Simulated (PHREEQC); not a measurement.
Polishing slurry liquid

Make-up at 37 °C: 0.013 mol/kgw HNO3 and 0.0039 mol/kgw CuSO4. Closed to the air; pH follows from the charge balance.

Computed with PHREEQC (ion-association model, wateq4f.dat).

Each row changes one thing in this solution. Precipitation was switched off in this run.

```csv
case,pH,ionic strength (mol/kgw),SO4-2 (mol/kgw),HSO4- (mol/kgw)
as made,2.00,0.0237,0.00189,0.00156
CuSO4 replaced by Rb2SO4 at the same molality,2.00,0.0211,0.00213,0.00177
HNO3 from 0.013 to 0.0195 mol/kgw,1.81,0.0298,0.00161,0.00194
HNO3 from 0.013 to 0.065 mol/kgw,1.28,0.0743,0.000864,0.00291
0.00081 mol/kgw CsOH added,2.03,0.0238,0.00194,0.00150
CuSO4 from 0.0039 to 0.039 mol/kgw,2.25,0.0995,0.0185,0.00624
```

At this temperature some constants are extrapolated from 25 °C, and those without enthalpy data are left unchanged.
